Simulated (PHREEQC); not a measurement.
A solution holds 0.021 mol/kgw HCl, 0.0075 mol/kgw ZnSO4 and 0.00023 mol/kgw CuCl2, at 25 °C. Closed to the air; pH follows from the charge balance.

Model: ion-association model, wateq4f.dat, run in PHREEQC.

This is a speciation only: nothing precipitates in the calculation.

Question: Predict the pH.

Answer: pH 1.81.

Question: In which forms is Cu present?

Answer: Cu+2 84 %, CuSO4 14 %, CuCl+ 2.4 % of the Cu.

Species that the database lacks are ignored.
